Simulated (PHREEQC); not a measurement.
Consider water at 75 °C and 100 atm with 0.037 mol CdSO4, 0.00065 mol Na2SO4 and 0.0034 mol H2SO4 per kg of water. Closed to the air; pH follows from the charge balance.

Computed with PHREEQC (ion-association model, phreeqc.dat).

| quantity | before | after |
|---|---|---|
| pH | 2.73 | 2.55 |
| ionic strength (mol/kgw) | 0.0854 | 0.0871 |
| Cd+2 (mol/kgw) | 0.0206 | 0.0209 |
| SO4-2 (mol/kgw) | 0.0166 | 0.0164 |
| CdSO4 (mol/kgw) | 0.0129 | 0.0128 |

**Question.** Name the change that produced these shifts.
A. temperature from 75 to 80 °C
B. H2SO4 left out
C. H2SO4 from 0.0034 to 0.0051 mol/kgw
D. 0.056 mol/kgw HCl added
E. diluted 5-fold with water

**Answer.** C, H2SO4 from 0.0034 to 0.0051 mol/kgw

Precipitation was switched off in this run. Under pressure, the constants of complexes without a molar volume in the database are unreliable. Constants without temperature data keep their 25 °C values here.
